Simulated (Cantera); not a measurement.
What does this Cantera script print?

```python
import numpy as np
import cantera as ct

gas = ct.Solution("gri30.yaml")
gas.TPX = 750, 100000, {'CH3OH': 1, 'O2': 1.61, 'N2': 6.06}
inlet = ct.Reservoir(gas, clone=True)
gas.equilibrate("HP")  # start burning
reactor = ct.IdealGasConstPressureReactor(gas, energy="on", clone=False)
exhaust = ct.Reservoir(gas, clone=True)
tau = [0.46, 0.16, 0.056, 0.019, 0.0068, 0.0024, 0.00083, 0.00029, 0.0001, 3.5e-05, 1.2e-05, 4.3e-06][0]
for a, b in ((inlet, reactor), (reactor, exhaust)):
    ct.MassFlowController(a, b, mdot=lambda t: reactor.mass / tau)
net = ct.ReactorNet([reactor])
show = ['CH3OH', 'O2', 'CO2', 'HCN', 'CH2CO']

rows = []
print(f"{'tau/s':>10s}{'T/K':>9s}" + "".join(f"{s:>11s}" for s in show))
for tau in [0.46, 0.16, 0.056, 0.019, 0.0068, 0.0024, 0.00083, 0.00029, 0.0001, 3.5e-05, 1.2e-05, 4.3e-06]:
    net.initial_time = 0.0
    net.advance(30 * tau)
    before = gas.X
    net.advance(40 * tau)
    drift = np.max(np.abs(gas.X - before) / (gas.X + 1e-9))
    rows.append([gas.T, *gas[show].X, drift])
    print(f"{tau:10.3e}{gas.T:9.1f}" + "".join(f"{x:11.3e}" for x in gas[show].X))
```

It prints:

```
     tau/s      T/K      CH3OH         O2        CO2        HCN      CH2CO
 4.600e-01   2389.3  9.442e-08  1.728e-02  9.311e-02  8.573e-09  9.654e-12
 1.600e-01   2387.6  2.667e-07  1.760e-02  9.290e-02  2.125e-08  2.722e-11
 5.600e-02   2382.2  7.297e-07  1.835e-02  9.231e-02  4.275e-08  7.427e-11
 1.900e-02   2365.8  1.953e-06  1.980e-02  9.074e-02  6.120e-08  1.994e-10
 6.800e-03   2328.0  4.606e-06  2.202e-02  8.757e-02  6.254e-08  4.920e-10
 2.400e-03   2260.9  1.023e-05  2.513e-02  8.257e-02  6.512e-08  1.352e-09
 8.300e-04   2172.9  2.305e-05  2.879e-02  7.674e-02  9.681e-08  4.869e-09
 2.900e-04   2082.8  5.567e-05  3.264e-02  7.085e-02  1.901e-07  2.204e-08
 1.000e-04   1997.1  1.581e-04  3.782e-02  6.283e-02  4.245e-07  1.367e-07
 3.500e-05   1881.7  6.939e-04  5.093e-02  4.351e-02  9.120e-07  1.549e-06
 1.200e-05    750.0  1.153e-01  1.857e-01  1.454e-16  3.835e-21  4.381e-20
 4.300e-06    750.0  1.153e-01  1.857e-01  8.785e-19  1.143e-24  1.306e-23
```

Detailed kinetics in Cantera: GRI-Mech 3.0 (53 species, 325 reactions). GRI-Mech 3.0 was tuned for natural gas; its chemistry of methanol as a main component is partial and can be far from experiment.
